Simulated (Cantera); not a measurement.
Feed: 1 mol Fe(CO)5, 0.13 mol O2, 6.6 mol H2, equilibrated at 1573.15 K and 0.470 bar.

Equilibrium computed with Cantera from the NASA thermochemical tables; the gas is ideal and each condensed phase is pure. Candidate condensed phases: C, C6H6, C7H8, C8H18, Fe, Fe(CO)5, FeO, Fe(OH)2, Fe(OH)3, Fe2O3, Fe3O4, H2O; 114 gas species. Equilibrium is a limit: real reactors are often held back by kinetics, nucleation or transport.

Base state: H2 0.551, CO 0.426, H2O 0.0177, CO2 0.00473, H 4.41e-5 (mole fractions); condensed: Fe(γ).

Q: What changes in the equilibrium state with this change: Fe(CO)5 replaced by HgO?

A: 
```csv
species,before,after
H2,0.551,0.703
H2O,0.0177,0.166
Hg,0,0.132
CO,0.426,0
CO2,0.00473,0
H,4.41e-5,4.98e-5
"Fe(γ), mol",1.000,0
```
Further candidate phases: Hg, HgO.

Q: What changes in the equilibrium state with this change: 0.11 mol CO2 added?

A: 
```tsv
species	before	after
H2	0.551	0.539
CO	0.426	0.430
H2O	0.0177	0.0248
CO2	0.00473	0.00683
H	4.41e-5	4.36e-5
Fe(γ), mol	1.000	1.000
```
